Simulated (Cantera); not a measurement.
A closed system holds: 1 mol C₂H₅OH, 0.71 mol CO₂, 1.8 mol N₂, at 1050 K and 25.0 mbar.

These are equilibrium values from Cantera (NASA tables, ideal gas, pure condensed phases), not measurements of a reactor. Candidate condensed phases: C, C₆H₆, C₇H₈, C₈H₁₈, H₂O; 136 gas species. Kinetics and transport are ignored.

Base state: H₂ 0.415, CO 0.334, N₂ 0.250, H₂O 0.000629, CO₂ 0.000596, CH₄ 0.000247 (mole fractions); condensed: C(graphite).

What changes in the equilibrium state with this change: C₂H₅OH replaced by C₃H₈?


```csv
species,before,after
H₂,0.415,0.553
N₂,0.250,0.250
CO,0.334,0.196
CO₂,0.000596,0.000205
CH₄,0.000247,0.000438
H₂O,0.000629,0.000492
"C(graphite), mol",0.297,2.29
```
